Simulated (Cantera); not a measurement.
A Cantera script and its output.

```python
import numpy as np
import cantera as ct

gas = ct.Solution("gri30.yaml")
gas.TPX = 1475, 1000000, {'CO': 0.003, 'O2': 0.005, 'H2O': 0.019, 'N2': 1}
reactor = ct.IdealGasConstPressureReactor(gas, energy="off", clone=False)
net = ct.ReactorNet([reactor])
net.rtol, net.atol = 1e-08, 1e-18
show = ['CO', 'O2', 'H2O', 'NO', 'CO2', 'H2O2', 'O']
times = np.geomspace(0.0005, 1, 9)

steps = ct.SolutionArray(gas, extra=["t"])
rows = []
print(f"{'t/s':>10s}{'T/K':>9s}{'P/Pa':>11s}" + "".join(f"{s:>11s}" for s in show))
for t in times:
    while net.time < t:
        t_next = net.step()
        steps.append(gas.state, t=t_next)
    rows.append([np.interp(t, steps.t, y) for y in (steps.T, steps.P, *steps(*show).X.T)])
    print(f"{t:10.3e}{rows[-1][0]:9.1f}{rows[-1][1]:11.4g}" + "".join(f"{x:11.3e}" for x in rows[-1][2:]))
rate = np.gradient(steps.T, steps.t)
print("integrator steps:", len(steps.t))
if steps.T.max() > steps.T[0] + 200:
    print(f"time of steepest temperature rise: {steps.t[rate.argmax()]:.4e} s")
gas.TPX = 1475, 1000000, {'CO': 0.003, 'O2': 0.005, 'H2O': 0.019, 'N2': 1}
gas.equilibrate("TP")
print(f"equilibrium (TP): T = {gas.T:.1f} K  " + "  ".join(f"{s} {gas[s].X[0]:.3e}" for s in show))
```

Output:

```
       t/s      T/K       P/Pa         CO         O2        H2O         NO        CO2       H2O2          O
 5.000e-04   1475.0      1e+06  1.309e-03  4.079e-03  1.835e-02  4.677e-08  1.615e-03  1.336e-07  2.647e-05
 1.293e-03   1475.0      1e+06  2.687e-04  3.544e-03  1.847e-02  1.116e-07  2.656e-03  4.501e-08  6.059e-06
 3.344e-03   1475.0      1e+06  3.630e-05  3.426e-03  1.851e-02  1.367e-07  2.889e-03  1.165e-08  1.194e-06
 8.647e-03   1475.0      1e+06  3.292e-06  3.411e-03  1.852e-02  1.450e-07  2.922e-03  2.803e-09  2.555e-07
 2.236e-02   1475.0      1e+06  2.100e-07  3.411e-03  1.852e-02  1.473e-07  2.925e-03  9.144e-10  8.032e-08
 5.782e-02   1475.0      1e+06  5.493e-08  3.412e-03  1.852e-02  1.479e-07  2.925e-03  6.210e-10  5.400e-08
 1.495e-01   1475.0      1e+06  5.329e-08  3.412e-03  1.852e-02  1.488e-07  2.925e-03  6.137e-10  5.336e-08
 3.867e-01   1475.0      1e+06  5.329e-08  3.412e-03  1.852e-02  1.511e-07  2.925e-03  6.137e-10  5.336e-08
 1.000e+00   1475.0      1e+06  5.329e-08  3.412e-03  1.852e-02  1.569e-07  2.925e-03  6.137e-10  5.336e-08
integrator steps: 1013
equilibrium (TP): T = 1475.0 K  CO 5.389e-08  O2 3.335e-03  H2O 1.852e-02  NO 1.522e-04  CO2 2.925e-03  H2O2 6.068e-10  O 5.276e-08
```

Cantera simulation using GRI-Mech 3.0 (53 species, 325 reactions); the numbers are that mechanism's predictions, not measurements.
